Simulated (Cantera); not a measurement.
A closed system holds: 1 mol CsCl, 0.094 mol H2O, 430 mol N2, held at 1575 °C and 0.0210 bar.

Cantera equilibrium calculation (NASA polynomials, part measured and part estimated; ideal gas, pure solids and liquids). Candidate condensed phases: Cs, CsCl, CsOH, H2O, NH4Cl; 37 gas species. Rates play no part.

Base state: N2 0.997, CsCl 0.00224, H2O 0.000149, Cs 7.99e-5, HCl 5.38e-5, NO 3.67e-5, Cl 2.84e-5, H2 2.79e-5 (mole fractions); condensed: gas only.

Task: What changes in the equilibrium state with this change: N2 from 430 to 0.35 mol?

Result: 
| species | before | after |
|---|---|---|
| CsCl | 0.00224 | 0.685 |
| N2 | 0.997 | 0.242 |
| H2O | 0.000149 | 0.0595 |
| Cs2Cl2 | 5.56e-9 | 0.000521 |
| CsOH | 2.29e-6 | 0.00322 |
| HCl | 5.38e-5 | 0.00470 |
| O2 | 9.40e-6 | 0.000792 |
| OH | 7.58e-6 | 0.000459 |

Task: What changes in the equilibrium state with this change: pressure from 0.0210 bar to 3.60e-6 bar?

Result: 
```tsv
species	before	after
N2	0.997	0.995
Cs	7.99e-5	0.00178
Cl	2.84e-5	0.00177
CsCl	0.00224	0.000533
H2O	0.000149	9.48e-8
O	4.01e-6	0.000187
H	1.93e-5	0.000417
```
